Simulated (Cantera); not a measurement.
An adiabatic, constant-volume homogeneous reactor starts with H2 : O2 : N2 = 1 : 0.357 : 1.34 (molar parts), at 1300 K and 120000 Pa.

Cantera simulation using GRI-Mech 3.0 (53 species, 325 reactions); the numbers are that mechanism's predictions, not measurements.

One state of this run: T (K) = 2990; P (bar) = 2.49; x H2 = 0.127; x O2 = 0.00311; x H2O = 0.255; x N2O = 3.58e-7; x O = 0.00389; x NO = 0.00480. x: mole fraction; the columns are a selection and need not sum to one.

Q: Which value of t (s) does it belong to?
A) 0.00176
B) 3.39e-5
C) 7.47e-5
D) 0.000164

A: A, 0.00176
